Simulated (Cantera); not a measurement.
Cantera run, input and output.

```python
import numpy as np
import cantera as ct

gas = ct.Solution("h2o2.yaml")
gas.TPX = 673, 101325, {'H2': 1, 'O2': 1, 'N2': 3.76}
flame = ct.FreeFlame(gas, width=0.04)
flame.set_refine_criteria(ratio=3, slope=0.08, curve=0.16)
flame.transport_model = "unity-Lewis-number"
flame.solve(loglevel=0, auto=True)
z, T = flame.grid, flame.T
thick = (T[-1] - T[0]) / np.gradient(T, z).max()
show = ['H2', 'O2', 'H2O', 'HO2', 'H', 'OH']
print(f"laminar burning velocity  {flame.velocity[0] * 100:.3f} cm/s")
print(f"burnt temperature         {T[-1]:.1f} K")
print(f"thermal thickness         {thick * 1e3:.4f} mm")
print(f"grid points               {len(z)}")
z0 = z[flame.heat_release_rate.argmax()]
print(f"{'z/mm':>9s}{'T/K':>9s}{'u/(m/s)':>9s}" + "".join(f"{s:>11s}" for s in show))
rows = []
for k in (-3, -2, -1.5, -1, -0.5, -0.25, 0, 0.25, 0.5, 1, 2, 4, 8):
    zz = z0 + k * thick
    rows.append([k * thick, np.interp(zz, z, T), np.interp(zz, z, flame.velocity),
                 *(np.interp(zz, z, flame.X[gas.species_index(s)]) for s in show)])
    print(f"{rows[-1][0] * 1e3:9.3f}{rows[-1][1]:9.1f}{rows[-1][2]:9.3f}" + "".join(f"{x:11.3e}" for x in rows[-1][3:]))
```

Output:

```
laminar burning velocity  374.043 cm/s
burnt temperature         1952.7 K
thermal thickness         0.3048 mm
grid points               108
     z/mm      T/K  u/(m/s)         H2         O2        H2O        HO2          H         OH
   -0.915    673.0    3.740  1.736e-01  1.736e-01  3.091e-07  1.363e-08  5.643e-13  1.237e-13
   -0.610    673.0    3.741  1.736e-01  1.736e-01  5.065e-06  2.228e-07  7.411e-11  1.655e-11
   -0.457    673.3    3.742  1.736e-01  1.736e-01  3.350e-05  1.462e-06  1.792e-09  3.972e-10
   -0.305    676.0    3.756  1.733e-01  1.734e-01  3.784e-04  1.594e-05  1.453e-07  2.983e-08
   -0.152    740.7    4.099  1.654e-01  1.697e-01  8.793e-03  1.886e-04  1.680e-04  5.467e-05
   -0.076    939.9    5.135  1.355e-01  1.563e-01  3.891e-02  1.647e-04  3.660e-03  6.767e-04
    0.000   1248.1    6.681  6.862e-02  1.250e-01  1.005e-01  9.690e-05  1.819e-02  3.923e-03
    0.076   1465.9    7.725  2.386e-02  1.010e-01  1.438e-01  6.312e-05  2.257e-02  8.209e-03
    0.152   1585.0    8.277  1.280e-02  9.415e-02  1.584e-01  4.826e-05  1.713e-02  9.861e-03
    0.305   1706.7    8.829  8.440e-03  9.228e-02  1.681e-01  3.472e-05  9.525e-03  1.044e-02
    0.610   1809.4    9.287  5.232e-03  9.221e-02  1.759e-01  2.217e-05  4.113e-03  9.581e-03
    1.219   1881.0    9.602  2.649e-03  9.278e-02  1.819e-01  1.193e-05  1.359e-03  7.525e-03
    2.439   1922.4    9.783  1.094e-03  9.353e-02  1.858e-01  5.547e-06  3.437e-04  5.125e-03
```

Model: the H2/O2 subset of GRI-Mech 3.0, which has no nitrogen chemistry, integrated in Cantera. Unity Lewis numbers drop preferential diffusion, which matters most where H2 and H carry the flame. Burning velocities carry a grid error of a few per cent, more on coarse grids. Lean hydrogen flames are cellular in practice and burn faster than this planar one.
